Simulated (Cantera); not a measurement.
Charge: 1 mol SiC, 0.012 mol CO2, 1.8 mol H2, equilibrated at 1925 K and 1.50 bar.

Method: chemical equilibrium by Gibbs-energy minimisation in Cantera with the NASA 1993 tables (ideal gas, pure condensed phases). Gases not in the tables: Si2H6 and higher silanes. The numbers say what is thermodynamically allowed, not how fast it happens.

```csv
species,before,after
H2,0.986,0.991
CH4,0.000115,0.00636
CO,0.00980,0.00271
SiO,0.00334,3.39e-6
SiH2,1.83e-5,1.79e-9
H,0.000775,3.95e-6
C2H2 (acetylene),1.03e-5,2.50e-6
H2O,1.53e-5,1.50e-5
"SiC(s), mol",0.994,0.990
"C(graphite), mol",0,0.00527
"SiO2(β-quartz), mol",0,0.00956
```
Gas species are given as mole fractions.

Question: What was changed between the two runs?
A. SiC replaced by Si
B. temperature from 1925 K to 1400 K
C. temperature from 1925 K to 1548.15 K
D. CO2 from 0.012 to 0.22 mol

Answer: B, temperature from 1925 K to 1400 K. Mutual solubility and eutectic melting of coexisting phases are not modelled. The tables hold silica as quartz up to 1696 K and as liquid above; real silica turns to tridymite and cristobalite and melts near 1996 K…
